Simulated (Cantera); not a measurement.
Feed: 1 mol BN, 0.28 mol N2.

Method: chemical equilibrium by Gibbs-energy minimisation in Cantera with the NASA 1993 tables (ideal gas, pure condensed phases). Candidate condensed phases: B, BN; 5 gas species. Rates play no part.

What condenses at these points (T in K, P in Pa): (1923, 1); (1923, 100); (1898, 100000); (1923, 1000000); (1898, 1000000)?


```csv
T (K),P in Pa,condensed phases,B condensed (%)
1923,1,B,99.7
1923,100,BN,100.0
1898,100000,BN,100.0
1923,1000000,BN,100.0
1898,1000000,BN,100.0
```
